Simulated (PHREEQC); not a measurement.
Consider water at 25 °C with 0.12 mmol/kgw CO2. Closed to the air; pH follows from the charge balance.

Equilibrium calculation in PHREEQC: ion-association model, wateq4f.dat.

| quantity | before | after |
|---|---|---|
| pH | 5.15 | 9.52 |
| ionic strength (mol/kgw) | 7.11e-6 | 0.000187 |
| CO2 (mol/kgw) | 0.000113 | 6.96e-8 |
| HCO3- (mol/kgw) | 7.11e-6 | 0.000103 |

Question: Name the change that produced these shifts.
A. 4.7e-05 mol/kgw HNO3 added
B. diluted 100-fold with water
C. 0.00017 mol/kgw LiOH added
D. CO2 replaced by NH4HCO3 at the same molality
E. temperature from 25 to 10 °C

Answer: C, 0.00017 mol/kgw LiOH added

This is a speciation only: nothing precipitates in the calculation.
